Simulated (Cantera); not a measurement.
**toluene + H2 (carbon deposition, reforming and gasification)**

Feed: 1 mol toluene, 1.1 mol H2, at 2923 K and 0.00133 bar.

Cantera equilibrium calculation (NASA polynomials, part measured and part estimated; ideal gas, pure solids and liquids). Candidate condensed phases: C, C6H6, C7H8, C8H18; 76 gas species. Equilibrium is a limit: real reactors are often held back by kinetics, nucleation or transport.

* **x(H)**: 0.804
* **x(C3)**: 0.101
* **x(H2)**: 0.0562
* **x(C)**: 0.0179
* **x(C2)**: 0.0101
* **x(C2H)**: 0.00610
* **x(C2H2 (acetylene))**: 0.00278
* **x(C5)**: 0.00145
* **x(C4)**: 0.000272
* **n(C(graphite))**: 2.97 mol
* **gas amount**: 10.98 mol
